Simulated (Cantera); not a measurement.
Input (Python, Cantera) and output of one run.

```python
import numpy as np
import cantera as ct

gas_names = """
    C CH CH2 CH3 CH2OH CH3O CH4 CH3OH CO CO2 COOH C2 C2H CHCO,ketyl C2H2,acetylene C2H2,vinylidene
    CH2CO,ketene C2H3,vinyl CH3CO,acetyl C2H4 C2H4O,ethylen CH3CHO,ethanal CH3COOH (HCOOH)2 C2H5 C2H6
    CH3OCH3 C2H5OH C2O C3 C3H3,propargyl C3H4,allene C3H4,propyne C3H4,cyclo- C3H5,allyl C3H6,propylene
    C3H6,cyclo- C3H6O C3H7,n-propyl C3H7,i-propyl C3H8 C3H8O,1propanol C3H8O,2propanol C3O2 C4 C4H2
    C4H4,1,3-cyclo- C4H6,butadiene C4H6,2-butyne C4H6,cyclo- C4H8,1-butene C4H8,cis2-buten
    C4H8,tr2-butene C4H8,isobutene C4H8,cyclo- (CH3COOH)2 C4H9,n-butyl C4H9,i-butyl C4H9,s-butyl
    C4H9,t-butyl C4H10,isobutane C4H10,n-butane C5 C5H6,1,3cyclo- C5H8,cyclo- C5H10,1-pentene
    C5H10,cyclo- C5H11,pentyl C5H11,t-pentyl C5H12,n-pentane C5H12,i-pentane CH3C(CH3)2CH3 C6H2
    C6H5,phenyl C6H5O,phenoxy C6H6 C6H5OH,phenol C6H10,cyclo- C6H12,1-hexene C6H12,cyclo- C6H13,n-hexyl
    C7H7,benzyl C7H8 C7H8O,cresol C7H14,1-heptene C7H15,n-heptyl C7H16,n-heptane C8H8,styrene
    C8H10,ethylbenz C8H16,1-octene C8H17,n-octyl C8H18,isooctane C8H18,n-octane C9H19,n-nonyl
    C10H8,naphthale C10H21,n-decyl C12H9,o-bipheny C12H10,bipheny H HCO HO2 H2 HCHO,formaldehy HCOOH H2O
    H2O2 O OH O2 O3 Pb PbO Pb2
""".split()
cond_names = """
    C(gr) C6H6(L) C7H8(L) C8H18(L),n-octa H2O(s) H2O(L) Pb(cr) Pb(L) PbO(rd) PbO(yw) PbO(L) PbO2(s)
    Pb3O4(s)
""".split()


def load(file, names, dense=False):
    # The tables refer to 1 bar. Condensed volumes are neglected.
    table = {s.name: s for s in ct.Species.list_from_file(file)}
    out = []
    for n in names:
        d = dict(table[n].input_data)
        d["thermo"] = dict(d["thermo"], **{"reference-pressure": 1e5})
        if dense:
            d["equation-of-state"] = {"model": "constant-volume", "density": "1e6 g/cm^3"}
        out.append(ct.Species.from_dict(d))
    return out


gas = ct.Solution(thermo="ideal-gas", species=load("nasa_gas.yaml", gas_names))
cond = {s.name: ct.Solution(thermo="fixed-stoichiometry", species=[s], name=s.name)
        for s in load("nasa_condensed.yaml", cond_names, dense=True)}
atoms = {
    'PbO': {'Pb': 1, 'O': 1},
    'CO': {'C': 1, 'O': 1},
    'H2': {'H': 2},
}
top_T = {'C(gr)': 4500, 'Pb3O4(s)': 820}  # K; cautious upper limits of use, not melting points


def equilibrate(T, P, feed):
    n = {}
    for name, mol in feed.items():
        for a, k in atoms[name].items():
            n[a] = n.get(a, 0.0) + k * mol
    gas.TPX = T, P, n
    mass = sum(n.values()) * gas.mean_molecular_weight
    gas.equilibrate("TP")
    valid = [c for c in cond.values() if c.min_temp <= T <= top_T.get(c.name, c.max_temp)]
    mix = ct.Mixture([(gas, mass / gas.mean_molecular_weight)] + [(c, 0.0) for c in valid])
    mix.T, mix.P = T, P
    mix.equilibrate("TP", solver="vcs", rtol=1e-11, max_steps=5000)
    return mix


results = []
feed = {'PbO': 1, 'CO': 0.16, 'H2': 27}  # mol
P = 6200  # Pa
for T in [973, 1023, 1073, 1123, 1173, 1223, 1273, 1323, 1373, 1423, 1473, 1523, 1573]:
    mix = equilibrate(T, P, feed)
    results.append((T, P, feed, dict(zip(mix.species_names, mix.species_moles))))
    x = sorted(zip(gas.X, gas.species_names), reverse=True)
    print(f"T = {T:g} K  P = {P:g} Pa  gas = {mix.phase_moles(0):.4g} mol")
    print("   x: " + "  ".join(f"{s} {v:.3e}" for v, s in x if v > 0.001))
    print("   condensed (mol): " + ("  ".join(f"{mix.phase(i).name} {mix.phase_moles(i):.4g}"
          for i in range(1, mix.n_phases) if mix.phase_moles(i) > 1e-12) or "none"))
```

It prints:

```
T = 973 K  P = 6200 Pa  gas = 27.16 mol
   x: H2 9.574e-01  H2O 3.652e-02  CO 5.511e-03
   condensed (mol): Pb(L) 0.9962
T = 1023 K  P = 6200 Pa  gas = 27.17 mol
   x: H2 9.571e-01  H2O 3.654e-02  CO 5.599e-03
   condensed (mol): Pb(L) 0.9883
T = 1073 K  P = 6200 Pa  gas = 27.19 mol
   x: H2 9.564e-01  H2O 3.655e-02  CO 5.647e-03  Pb 1.179e-03
   condensed (mol): Pb(L) 0.9679
T = 1123 K  P = 6200 Pa  gas = 27.24 mol
   x: H2 9.547e-01  H2O 3.651e-02  CO 5.674e-03  Pb 2.947e-03
   condensed (mol): Pb(L) 0.9197
T = 1173 K  P = 6200 Pa  gas = 27.35 mol
   x: H2 9.509e-01  H2O 3.640e-02  Pb 6.803e-03  CO 5.680e-03
   condensed (mol): Pb(L) 0.814
T = 1223 K  P = 6200 Pa  gas = 27.56 mol
   x: H2 9.434e-01  H2O 3.613e-02  Pb 1.464e-02  CO 5.656e-03
   condensed (mol): Pb(L) 0.5965
T = 1273 K  P = 6200 Pa  gas = 27.99 mol
   x: H2 9.291e-01  H2O 3.560e-02  Pb 2.961e-02  CO 5.587e-03
   condensed (mol): Pb(L) 0.1711
T = 1323 K  P = 6200 Pa  gas = 28.16 mol
   x: H2 9.234e-01  Pb 3.551e-02  H2O 3.540e-02  CO 5.567e-03
   condensed (mol): none
T = 1373 K  P = 6200 Pa  gas = 28.16 mol
   x: H2 9.234e-01  Pb 3.551e-02  H2O 3.541e-02  CO 5.578e-03
   condensed (mol): none
T = 1423 K  P = 6200 Pa  gas = 28.16 mol
   x: H2 9.234e-01  Pb 3.551e-02  H2O 3.542e-02  CO 5.587e-03
   condensed (mol): none
T = 1473 K  P = 6200 Pa  gas = 28.16 mol
   x: H2 9.233e-01  Pb 3.551e-02  H2O 3.542e-02  CO 5.595e-03
   condensed (mol): none
T = 1523 K  P = 6200 Pa  gas = 28.16 mol
   x: H2 9.233e-01  Pb 3.551e-02  H2O 3.543e-02  CO 5.601e-03
   condensed (mol): none
T = 1573 K  P = 6200 Pa  gas = 28.16 mol
   x: H2 9.232e-01  Pb 3.551e-02  H2O 3.543e-02  CO 5.607e-03
   condensed (mol): none
```

Method: chemical equilibrium by Gibbs-energy minimisation in Cantera with the NASA 1993 tables (ideal gas, pure condensed phases).
